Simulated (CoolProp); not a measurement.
Properties of R1234yf along the isobar 17.3 MPa (Tc = 94.7 °C, pc = 3.384 MPa, ω = 0.276).

Model: reference Helmholtz-energy equation of state, Lemmon 2022, in CoolProp.

```
T (°C)    phase  density (kg/m³)  isothermal compressibility (1/MPa)
-------  ------  ---------------  ----------------------------------
-112.15  liquid             1498                           0.0007557
-107.25  liquid             1486                          (withheld)
-102.35  liquid             1475                          (withheld)
-97.45   liquid       (withheld)                           0.0008646
-92.55   liquid       (withheld)                           0.0009049
-87.65   liquid             1441                           0.0009476
-82.75   liquid             1430                           0.0009927
-77.85   liquid             1419                            0.001040
-72.95   liquid             1407                            0.001091
-67.95   liquid             1396                            0.001146
-63.05   liquid             1385                            0.001203
-58.15   liquid             1374                            0.001263
-53.25   liquid             1363                          (withheld)
-48.35   liquid       (withheld)                            0.001395
-43.45   liquid             1340                          (withheld)
```

Fill in the missing entries.


- -107.25, isothermal compressibility (1/MPa): 0.0007901
- -102.35, isothermal compressibility (1/MPa): 0.0008263
- -97.45, density (kg/m³): 1463
- -92.55, density (kg/m³): 1452
- -53.25, isothermal compressibility (1/MPa): 0.001327
- -48.35, density (kg/m³): 1351
- -43.45, isothermal compressibility (1/MPa): 0.001468
